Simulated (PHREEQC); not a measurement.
A solution holds 0.96 mol/kgw NaCl and 0.015 mol/kgw K2SO4, at 59 °C. It is in equilibrium with CO2 at log p = -3.5 (atm). Otherwise closed; pH follows from the charge balance.

All values are PHREEQC results (Pitzer model, pitzer.dat), not measurements.

```json
[
 {"quantity": "pH", "before": "5.74", "after": "5.81"},
 {"quantity": "CO2 (mol/kgw)", "before": "4.51e-6", "after": "5.20e-6"},
 {"quantity": "HCO3- (mol/kgw)", "before": "2.86e-6", "after": "2.12e-6"},
 {"quantity": "HSO4- (mol/kgw)", "before": "8.14e-7", "after": "2.31e-7"},
 {"quantity": "SI of Arcanite (K2SO4)", "before": "-4.88", "after": "-7.07"}
]
```

Question: Name the change that produced these shifts.
A) NaCl left out
B) 0.062 mol/kgw HCl added
C) NaCl from 0.96 to 4.8 mol/kgw
D) diluted 10-fold with water
E) K2SO4 from 0.015 to 0.03 mol/kgw

Answer: D, diluted 10-fold with water

This is a speciation only: nothing precipitates in the calculation. In brines, pH and single-ion activities rest on the MacInnes convention. At this temperature some constants are extrapolated from 25 °C, and those without enthalpy data are left unchanged.
